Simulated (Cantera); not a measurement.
Equilibrium for aluminium nitride and oxide growth: Al(CH3)3 + O2 + H2

A closed system holds: 1 mol Al(CH3)3, 14 mol O2, 560 mol H2, held at 1.58 Torr.

These are equilibrium values from Cantera (NASA tables, ideal gas, pure condensed phases), not measurements of a reactor. Candidate condensed phases: Al, Al2O3, C, C6H6, C7H8, C8H18, H2O; 121 gas species. The feed counts by its element totals alone. Equilibrium is a limit: real reactors are often held back by kinetics, nucleation or transport.

```json
[
 {"T (K)": "650", "log p H2": "-2.70", "log p H2O": "-4.02", "log p H": "<-14", "log p CO": "-5.81", "log p CH4": "-5.07", "n Al2O3(s)": "0.500"},
 {"T (K)": "800", "log p H2": "-2.70", "log p H2O": "-4.07", "log p H": "-12.89", "log p CO": "-5.03", "log p CH4": "-7.56", "n Al2O3(s)": "0.500"},
 {"T (K)": "950", "log p H2": "-2.70", "log p H2O": "-4.06", "log p H": "-10.60", "log p CO": "-4.99", "log p CH4": "-9.82", "n Al2O3(s)": "0.500"},
 {"T (K)": "1100", "log p H2": "-2.70", "log p H2O": "-4.06", "log p H": "-8.94", "log p CO": "-4.97", "log p CH4": "-11.50", "n Al2O3(s)": "0.500"},
 {"T (K)": "1250", "log p H2": "-2.70", "log p H2O": "-4.06", "log p H": "-7.66", "log p CO": "-4.97", "log p CH4": "-12.78", "n Al2O3(s)": "0.500"},
 {"T (K)": "1400", "log p H2": "-2.70", "log p H2O": "-4.06", "log p H": "-6.66", "log p CO": "-4.96", "log p CH4": "-13.79", "n Al2O3(s)": "0.500"},
 {"T (K)": "1550", "log p H2": "-2.70", "log p H2O": "-4.06", "log p H": "-5.85", "log p CO": "-4.96", "log p CH4": "-14.60", "n Al2O3(s)": "0.500"},
 {"T (K)": "1700", "log p H2": "-2.70", "log p H2O": "-4.06", "log p H": "-5.18", "log p CO": "-4.96", "log p CH4": "<-14", "n Al2O3(s)": "0.500"},
 {"T (K)": "1850", "log p H2": "-2.70", "log p H2O": "-4.06", "log p H": "-4.62", "log p CO": "-4.96", "log p CH4": "<-14", "n Al2O3(s)": "0.500"},
 {"T (K)": "2000", "log p H2": "-2.71", "log p H2O": "-4.07", "log p H": "-4.15", "log p CO": "-4.97", "log p CH4": "<-14", "n Al2O3(s)": "0.497"}
]
```
log p: log10 of the partial pressure in bar; n: condensed amount in mol.

From 650 K to 2000 K the condensed part is Al2O3(s).
